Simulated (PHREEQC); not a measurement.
Dissolve 0.9 mol Na2CO3 and 0.0023 mol Na2B4O7 per kg of water at 25 °C. Closed to the air; pH follows from the charge balance.

Equilibrium calculation in PHREEQC: Pitzer model, pitzer.dat.

Problem. The ionic strength comes out as 2.69 mol/kgw. What activity coefficients do CO3-2, HCO3-, B(OH)4-, Na+, OH- get?

Solution. CO3-2 0.064, HCO3- 0.39, B(OH)4- 0.35, Na+ 0.46, OH- 0.70. Single-ion values are on the MacInnes scale.

This is a speciation only: nothing precipitates in the calculation. In brines, pH and single-ion activities rest on the MacInnes convention.
